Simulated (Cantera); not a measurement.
Charge: 1 mol CH3F, 1.7 mol H2, at 51000 Pa.

Method: chemical equilibrium by Gibbs-energy minimisation in Cantera with the NASA 1993 tables (ideal gas, pure condensed phases). Candidate condensed phases: C, C6H6, C7H8, C8H18; 95 gas species. Rates play no part.

Q: What share of the C ends up in condensed phases as a function of T (K), at 923, 1073, 1223, 1373, 1523, 1673, 1823, 1973, 2123, 2273?

A: 
```csv
T (K),C condensed (%),as
923,81.6,C(graphite)
1073,95.6,C(graphite)
1223,98.7,C(graphite)
1373,99.5,C(graphite)
1523,99.8,C(graphite)
1673,99.8,C(graphite)
1823,99.8,C(graphite)
1973,99.6,C(graphite)
2123,99.1,C(graphite)
2273,97.9,C(graphite)
```
